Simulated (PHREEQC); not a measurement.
A solution holds 3.4 mmol/kgw ZnSO4, 1.1 mmol/kgw CaCl2 and 14 mmol/kgw H2SO4, at 25 °C. Closed to the air; pH follows from the charge balance.

Computed with PHREEQC (ion-association model, phreeqc.dat).

Precipitation was switched off in this run.

Question: Order these Ca species by the share of Ca that they hold, largest first: CaSO4, CaHSO4+, Ca+2.

Answer: Ca+2 (71 %), CaSO4 (25 %), CaHSO4+ (3.5 %)

The pH is 1.76 and the ionic strength 0.0372 mol/kgw.
